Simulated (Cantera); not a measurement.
A perfectly stirred reactor is fed with NO : N₂ = 1 : 4.2 (molar parts), at 1.00 bar; it is held at 1650 K, and followed from long to short residence time.

Computed with Cantera and GRI-Mech 3.0 (53 species, 325 reactions).

x: mole fraction; the columns are a selection and need not sum to one.

```csv
τ (s),x NO,x N₂O,x NO₂,x O,x N₂
22,0.141,7.51e-6,0.000176,4.29e-6,0.833
3.7,0.179,1.22e-5,0.000122,2.37e-6,0.814
0.64,0.190,1.36e-5,7.55e-5,1.41e-6,0.809
0.11,0.192,1.32e-5,(withheld),(withheld),0.808
0.018,0.192,1.01e-5,3.45e-5,6.90e-7,0.808
0.0031,0.192,4.27e-6,7.46e-6,2.09e-7,0.808
0.00054,0.192,(withheld),(withheld),(withheld),0.808
```

Problem. Fill in the missing entries.

Solution. 
- 0.11, x NO₂: 5.67e-5
- 0.11, x O: 1.07e-6
- 0.00054, x N₂O: 9.92e-7
- 0.00054, x NO₂: 1.06e-6
- 0.00054, x O: 8.09e-8
